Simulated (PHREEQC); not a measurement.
Solution (20 °C): 0.0013 mol HF, 9.4e-05 mol NaF, 0.064 mol H2SiF6 and 0.0001 mol H2SO4 per kg of water. Closed to the air; pH follows from the charge balance.

All values are PHREEQC results (ion-association model, phreeqc.dat), not measurements.

No solid was allowed to form.

Task: Predict the pH.

Result: pH 1.00.

Task: In which forms is Si present?

Result: SiF6-2 98 %, H4SiO4 1.8 % of the Si.

Examples of supersaturated solids here: Quartz (slow to form), Chalcedony (slow to form). Others may be too. SiF6-2 is the database's only silicon fluoride.
